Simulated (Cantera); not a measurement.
Charge: 1 mol SiCl4, 0.62 mol Cl2, 1.5 mol H2, equilibrated at 400 °C and 1100000 Pa.

These are equilibrium values from Cantera (NASA tables, ideal gas, pure condensed phases), not measurements of a reactor. Candidate condensed phases: Si; 19 gas species. Rates play no part.

Base state: HCl 0.397, SiCl4 0.320, H2 0.282, SiHCl3 2.88e-5 (mole fractions); condensed: gas only.

What changes in the equilibrium state with this change: temperature from 400 °C to 677 °C?


```tsv
species	before	after
HCl	0.397	0.398
SiCl4	0.320	0.319
H2	0.282	0.281
SiHCl3	2.88e-5	0.00103
```
